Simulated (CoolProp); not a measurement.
Properties of m-xylene along the isotherm 346.85 °C (Tc = 343.7 °C, pc = 3.535 MPa, ω = 0.326).

Values from CoolProp's reference Helmholtz-energy equation of state, Zhou 2012.

```
p (MPa)          phase       Z  cp (kJ/(kg K))  viscosity (µPa s)  conductivity (mW/(m K))
-------  -------------  ------  --------------  -----------------  -----------------------
0.482              gas       …           2.257               13.5                     42.9
0.964              gas  0.8957           2.300               13.7                     43.0
1.45               gas  0.8367           2.360                  …                     43.3
1.93               gas  0.7724           2.450               14.2                     44.1
2.41               gas  0.6991           2.602               14.6                     45.8
2.89               gas  0.6109           2.919               15.2                     49.2
3.37               gas  0.4886           4.088               16.7                        …
3.86     supercritical  0.2058           5.614               39.5                     78.0
4.34     supercritical  0.2093               …               46.6                     75.3
4.82     supercritical  0.2217           3.561               50.7                        …
5.3      supercritical  0.2362           3.375               53.9                     75.4
```

**Question.** Complete the blanks.

**Answer.** 
- 0.482, Z: 0.9496
- 1.45, viscosity (µPa s): 13.9
- 3.37, conductivity (mW/(m K)): 58.2
- 4.34, cp (kJ/(kg K)): 3.935
- 4.82, conductivity (mW/(m K)): 75.2

The peak of cp marks the crossing from liquid-like to gas-like fluid above the critical point.

Viscosity comes from a separate model (Cao 2016). Thermal conductivity comes from a separate model (Mylona 2014).
